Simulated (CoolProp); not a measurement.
Values from CoolProp's reference Helmholtz-energy equation of state, Lemmon 2006. It is a short technical equation, of lower accuracy than the large ones.

Q: For isohexane, give the phase and the density (kg/m³), cv (kJ/(kg K)), isothermal compressibility (1/MPa), expansivity (1/kK) at 118.15 °C and 33.7 bar; 147.05 °C and 33.7 bar; 262.45 °C and 33.7 bar.

A: 
- 118.15 °C and 33.7 bar: liquid; density 561, cv 2.12, isothermal compressibility 0.00482, expansivity 2.01
- 147.05 °C and 33.7 bar: liquid; density 526, cv 2.24, isothermal compressibility 0.00765, expansivity 2.49
- 262.45 °C and 33.7 bar: supercritical; density 106, cv 2.71, isothermal compressibility 0.549, expansivity 9.21
